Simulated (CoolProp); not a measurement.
R114 along the isotherm 462.5 K: Z from the reference equation and from simpler models built on Tc = 420.6 K, pc = 3352 kPa, ω = 0.252; each cubic takes its own stable root.

The numbers come from the reference Helmholtz-energy equation of state, Platzer 1990 in CoolProp. This equation is an older, rougher fit; its heat capacities, sound speeds and derivatives of the liquid may be far off and weren't checked against measurements.

```csv
p (kPa),phase,reference,van der Waals,Soave-Redlich-Kwong
1050,gas,0.9190,0.9216,0.9200
2100,gas,___,0.8306,0.8326
3140,gas,0.7255,0.7195,0.7363
4190,supercritical,0.6064,0.5629,0.6278
5240,supercritical,0.4844,0.4373,___
6290,supercritical,0.4243,0.4477,0.4745
7330,supercritical,0.4240,0.4820,0.4735
8380,supercritical,0.4442,___,0.4911
```

Some entries are withheld; supply them.


- 2100, reference: 0.8281
- 5240, Soave-Redlich-Kwong: 0.5235
- 8380, van der Waals: 0.5227
